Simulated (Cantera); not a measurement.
A perfectly stirred reactor is fed with CH4 : O2 : N2 : H2O = 1 : 3.28 : 12.3 : 1.6 (molar parts), equivalence ratio 0.61, at 3680 Torr; it is adiabatic with a 575 K inlet, and is followed from long to short residence time, starting on the burning branch (τ in s: 0.13, 0.048, 0.017, 0.0062, 0.0022, 0.0008, 0.00029, 0.0001, 3.7e-05, 1.3e-05).

Cantera simulation using GRI-Mech 3.0 (53 species, 325 reactions); the numbers are that mechanism's predictions, not measurements.

Q: What does this change do: inlet temperature 575 to 648 K?

A: 
```tsv
quantity	before	after
blow-out, bracketed by the residence times tried	burning at 0.290 ms, out at 0.100 ms	burning at 0.290 ms, out at 0.100 ms
x(CH4) at τ = 0.130 s	5.07e-6	3.57e-6
x(O2) at τ = 0.130 s	0.0703	0.0703
x(H2O) at τ = 0.130 s	0.198	0.198
x(H2O2) at τ = 0.130 s	1.21e-7	1.35e-7
x(NO) at τ = 0.130 s	8.37e-6	2.12e-5
x(CH4) at τ = 0.800 ms	0.000217	0.000163
x(O2) at τ = 0.800 ms	0.0722	0.0717
x(H2O) at τ = 0.800 ms	0.196	0.196
x(H2O2) at τ = 0.800 ms	8.23e-7	7.19e-7
x(NO) at τ = 0.800 ms	2.83e-6	4.64e-6
```
